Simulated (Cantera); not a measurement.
Charge: 1 mol FeS, 1000 mol H₂, 0.28 mol H₂O, held at 1100 K and 34.0 mbar.

These are equilibrium values from Cantera (NASA tables, ideal gas, pure condensed phases), not measurements of a reactor. Candidate condensed phases: Fe, FeO, Fe(OH)₂, Fe(OH)₃, FeS, FeSO₄, FeS₂, Fe₂O₃, Fe₂(SO₄)₃, Fe₃O₄, H₂O, H₂SO₄, S; 22 gas species. Rates play no part.

Base state: H₂ 0.999, H₂S 0.000999, H₂O 0.000280 (mole fractions); condensed: Fe(α).

### Question
What changes in the equilibrium state with this change: FeS replaced by SiO₂?

### Answer
| species | before | after |
|---|---|---|
| H₂ | 0.999 | 1.000 |
| H₂O | 0.000280 | 0.000280 |
| H₂S | 0.000999 | 0 |
| Fe(α), mol | 1.00 | 0 |
| SiO₂(β-quartz), mol | 0 | 1.00 |
Further candidate phases: Si, SiO₂.
